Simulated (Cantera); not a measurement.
Charge: 1 mol CsOH, 0.036 mol H2O, equilibrated at 0.100 bar.

Method: chemical equilibrium by Gibbs-energy minimisation in Cantera with the NASA 1993 tables (ideal gas, pure condensed phases). Candidate condensed phases: Cs, CsOH, H2O; 15 gas species. Rates play no part.

Task: Which condensed phases are stable at each of these points (T (K)): 873, 923, 973, 1023, 1073, 1123, 1173, 1223, 1273?

Result: 
| T (K) | condensed phases | Cs condensed (%) |
|---|---|---|
| 873 | CsOH(l) | 99.6 |
| 923 | CsOH(l) | 98.9 |
| 973 | CsOH(l) | 96.9 |
| 1023 | CsOH(l) | 79.5 |
| 1073 | gas only | 0.0 |
| 1123 | gas only | 0.0 |
| 1173 | gas only | 0.0 |
| 1223 | gas only | 0.0 |
| 1273 | gas only | 0.0 |

From 873 K to 1023 K the condensed part is CsOH(l). From 1073 K to 1273 K nothing is condensed.
